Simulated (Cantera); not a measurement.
Si3N4 + F2 + N2 (nitride etching)

Charge: 1 mol Si3N4, a varied amount of F2, 0.73 mol N2, equilibrated at 0.000230 bar.

These are equilibrium values from Cantera (NASA tables, ideal gas, pure condensed phases), not measurements of a reactor. Candidate condensed phases: Si, Si3N4; 16 gas species. The tables' values for SiF2, SiF3 are old estimates. Equilibrium is a limit: real reactors are often held back by kinetics, nucleation or transport.

Stable condensed phases:

```
T in °C \ n(F2) in mol
           2 2.6 3.5 4.7 6.2 8.3  11
   1652    A   B   B   B   B   B   B
   1602    A   A   B   B   B   B   B
   1552    A   A   B   B   B   B   B
   1502    A   A   B   B   B   B   B
   1452    A   A   B   B   B   B   B
   1402    A   A   A   B   B   B   B
   1352    A   A   A   B   B   B   B
   1302    A   A   A   B   B   B   B
   1252    C   C   C   B   B   B   B
   1202    C   C   C   C   B   B   B
   1152    C   C   C   C   B   B   B
   1102    C   C   C   C   B   B   B
```

A: Si; B: gas only; C: Si3N4.
